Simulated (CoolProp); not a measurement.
Saturation properties of R1233zd(E).

Values from CoolProp's reference Helmholtz-energy equation of state, Akasaka 2022.

```
T (K)     p (MPa)  liquid density (kg/m³)  vapour density (kg/m³)  enthalpy of vaporisation (kJ/kg)  liquid cp (kJ/(kg K))
-----  ----------  ----------------------  ----------------------  --------------------------------  ---------------------
289.2     0.09363                    1284                   5.288                             195.3                  1.168
293.5      0.1101                    1274                   6.157                        (withheld)                  1.176
297.9  (withheld)                    1264                   7.159                             191.0                  1.186
302.3      0.1508                    1253                   8.285                             188.8                  1.195
306.6      0.1745                    1242                   9.515                             186.6             (withheld)
311        0.2017                    1231                   10.92                             184.3                  1.214
315.4      0.2320                    1220                   12.48                             181.9                  1.224
319.7      0.2650                    1209                   14.18                             179.5                  1.235
324.1      0.3023                    1197                   16.09                             177.0                  1.245
328.5      0.3434                    1186                   18.21                             174.4                  1.257
332.8      0.3877                    1174                   20.50                             171.8                  1.268
337.2      0.4373                    1162                   23.07                             169.1                  1.280
341.6      0.4917                    1149                   25.90                             166.3                  1.293
```

Question: What belongs in the gaps?

Answer: 
- 293.5, enthalpy of vaporisation (kJ/kg): 193.2
- 297.9, p (MPa): 0.1292
- 306.6, liquid cp (kJ/(kg K)): 1.204

It boils at 291.3 K under 1 atm.
